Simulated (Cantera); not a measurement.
A freely propagating, adiabatic, planar premixed flame of 8.18 % CH₄, 0.646 % CO, 19.1 % O₂, 72.0 % N₂, equivalence ratio 0.87, unburnt at 400 K and 7500 Torr; mixture-averaged transport, grid criteria slope 0.08 and curve 0.16, no radiation.

Detailed kinetics in Cantera: GRI-Mech 3.0 (53 species, 325 reactions). Burning velocities carry a grid error of a few per cent, more on coarse grids.

Task: Predict: laminar burning velocity; thermal thickness; peak x(C₂H₄).

Result: 
| Quantity | Value |
|---|---|
| laminar burning velocity | 19.8 cm/s |
| thermal thickness | 0.0959 mm |
| peak x(C₂H₄) | 0.000528 |
